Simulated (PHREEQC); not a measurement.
Consider water at 75 °C with 0.38 mol H2SO4 and 0.24 mol NaCl per kg of water. Closed to the air; pH follows from the charge balance.

Model: Pitzer model, pitzer.dat, run in PHREEQC.

Precipitation was switched off in this run.

Task: What pH does the model give?

Result: pH 0.47.

Task: In which forms is S present?

Result: HSO4- 92 %, SO4-2 8.4 % of the S.

Constants without temperature data keep their 25 °C values here.
